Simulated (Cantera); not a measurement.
An isothermal, constant-pressure homogeneous reactor starts with 64.0 % N2O, 0.179 % H2, 35.8 % N2, at 1398 K and 1.01 bar.

Model: GRI-Mech 3.0 (53 species, 325 reactions), integrated in Cantera. GRI-Mech 3.0 was tuned for natural gas; its chemistry of N2O as a main component is partial and can be far from experiment. The mechanism lacks the step 2 NO + O2 → 2 NO2, which can matter for NO2 below about 1400 K. The temperature is held fixed by assumption; the heat of reaction is taken as removed at once.

x: mole fraction; the columns are a selection and need not sum to one.

```csv
t (s),x N2O,x H2,x OH,x NO2,x H2O2,x H2O,x H
6.00e-5,0.639,0.00171,3.51e-5,1.65e-7,___,5.87e-5,9.40e-7
0.000281,0.636,0.00110,6.33e-5,1.33e-5,___,0.000653,1.04e-6
0.00131,0.622,0.000178,3.82e-5,0.000105,___,0.00158,1.36e-7
0.00614,0.567,9.26e-7,2.53e-5,0.000199,___,0.00173,2.25e-8
0.0287,0.382,2.90e-8,2.50e-5,0.000369,___,0.00161,2.16e-8
0.134,0.0934,1.70e-8,1.72e-5,0.000553,___,0.00141,1.02e-8
0.627,0.00141,1.77e-9,4.40e-6,0.000535,1.07e-10,0.00136,2.86e-10
2.93,1.53e-6,1.31e-9,3.50e-6,0.000524,6.85e-11,0.00136,1.71e-10
13.7,1.52e-6,1.31e-9,3.50e-6,0.000522,6.85e-11,0.00136,1.71e-10
64.2,1.47e-6,1.31e-9,3.50e-6,0.000515,6.86e-11,0.00136,1.71e-10
300,1.28e-6,1.30e-9,3.51e-6,0.000480,6.90e-11,0.00136,1.71e-10
```

Task: Complete the blanks.

Result: 
- 6.00e-5, x H2O2: 1.41e-8
- 0.000281, x H2O2: 1.07e-7
- 0.00131, x H2O2: 1.89e-8
- 0.00614, x H2O2: 3.59e-9
- 0.0287, x H2O2: 3.03e-9
- 0.134, x H2O2: 1.49e-9
